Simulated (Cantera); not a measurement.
Mixture: C3H8 : O2 : N2 = 1 : 2.63 : 9.21 (molar parts), equivalence ratio 1.9, at 5.00 bar, adiabatic and at constant pressure. Ignition delay is the time to a rise of 400 K.

Detailed kinetics in Cantera: GRI-Mech 3.0 (53 species, 325 reactions). GRI-Mech 3.0 was tuned for natural gas; its chemistry of propane as a main component is partial and can be far from experiment.

Q: Predict: delay at 1075 K; delay at 1125 K; delay at 1175 K; delay at 1225 K; delay at 1275 K; delay at 1325 K; delay at 1375 K; apparent activation energy between 1275 and 1375 K.

A: 
```json
{
  "delay at 1075 K": "32.7 ms",
  "delay at 1125 K": "11.9 ms",
  "delay at 1175 K": "4.37 ms",
  "delay at 1225 K": "1.67 ms",
  "delay at 1275 K": "0.678 ms",
  "delay at 1325 K": "0.296 ms",
  "delay at 1375 K": "0.140 ms",
  "apparent activation energy between 1275 and 1375 K": "230 kJ/mol"
}
```
